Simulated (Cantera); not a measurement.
Feed: 1 mol MgCO3, 1.1 mol SO3, 0.39 mol CO2, at 850 °C and 0.980 bar.

Method: chemical equilibrium by Gibbs-energy minimisation in Cantera with the NASA 1993 tables (ideal gas, pure condensed phases). Candidate condensed phases: C, Mg, MgCO3, MgO, MgS, MgSO4, S; 26 gas species. Equilibrium is a limit: real reactors are often held back by kinetics, nucleation or transport.

### Question
What is the equilibrium state?

### Answer
```
Quantity                                    Value
--------------------------------------  ---------
x(CO2)                                      0.905
x(SO2)                                     0.0600
x(O2)                                      0.0300
x(SO3)                                    0.00514
n(MgSO4(s))                              1.00 mol
gas amount                              1.536 mol
log10 activity of S(l) (absent)            -13.35
log10 activity of C(graphite) (absent)     -16.94
log10 activity of Mg(l) (absent)           -22.92
```
